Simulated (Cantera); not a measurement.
Charge: 1 mol Si, 2.9 mol SF6, held at 923.15 K and 72.0 Pa.

Equilibrium computed with Cantera from the NASA thermochemical tables; the gas is ideal and each condensed phase is pure. Candidate condensed phases: S, Si; 21 gas species. The tables' values for SF3, SF5 are old estimates; treat these amounts as uncertain. Equilibrium is a limit: real reactors are often held back by kinetics, nucleation or transport.

### Question
What is the equilibrium state?

### Answer
```json
{
  "x(SF4)": "0.510",
  "x(SiF4)": "0.256",
  "x(SF6)": "0.232",
  "x(SF3)": "0.00130",
  "x(SF2)": "0.000513",
  "x(SF5)": "2.23e-5",
  "x(F)": "1.60e-6",
  "gas_amount": "3.900 mol",
  "log10 activity of S(l) (absent)": "-8.73",
  "log10 activity of Si(s) (absent)": "-57.33"
}
```
